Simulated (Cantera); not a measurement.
# Equilibrium for fluorocarbon and chlorocarbon gases: CHF3 + CH4

Input: 1 mol CHF3, 0.19 mol CH4, equilibrated at 75.0 Torr.

Equilibrium computed with Cantera from the NASA thermochemical tables; the gas is ideal and each condensed phase is pure. Candidate condensed phases: C, C6H6, C7H8, C8H18; 95 gas species. Gases not in the tables: C2F6 and larger saturated fluorocarbons. Kinetics and transport are ignored.

From 652 °C to 3052 °C the condensed part is C(graphite). The main C-bearing gas is CF4 at 652 °C and C3 at 3052 °C. The share of C in condensed phases is highest at 2652 °C (76.2 %) and lowest at 3052 °C (6.6 %).

```tsv
T (°C)	x HF	x F	x CF4	x CF2	x C3	x CF	x H	n C(graphite)
652	0.850	<1e-12	0.150	4.19e-11	<1e-12	<1e-12	<1e-12	0.880
852	0.850	1.47e-9	0.150	2.88e-8	<1e-12	<1e-12	8.54e-12	0.880
1052	0.850	2.42e-7	0.150	2.70e-6	<1e-12	6.65e-12	6.19e-10	0.880
1252	0.850	1.05e-5	0.150	7.55e-5	<1e-12	2.15e-9	1.49e-8	0.880
1452	0.850	0.000189	0.149	0.000960	<1e-12	1.80e-7	1.75e-7	0.879
1652	0.846	0.00186	0.144	0.00702	4.06e-11	5.88e-6	1.24e-6	0.873
1852	0.828	0.0116	0.125	0.0329	5.00e-9	9.60e-5	6.25e-6	0.850
2052	0.778	0.0476	0.0734	0.0957	2.64e-7	0.000868	2.53e-5	0.794
2252	0.707	0.123	0.0179	0.144	7.30e-6	0.00432	0.000101	0.767
2452	0.659	0.208	0.00176	0.116	0.000122	0.0128	0.000440	0.836
2652	0.623	0.277	0.000119	0.0679	0.00137	0.0273	0.00188	0.907
2852	0.585	0.313	6.86e-6	0.0328	0.0112	0.0465	0.00749	0.837
3052	0.498	0.307	3.32e-7	0.0133	0.0701	0.0649	0.0259	0.0783
```
x: gas mole fraction; n: condensed amount in mol.
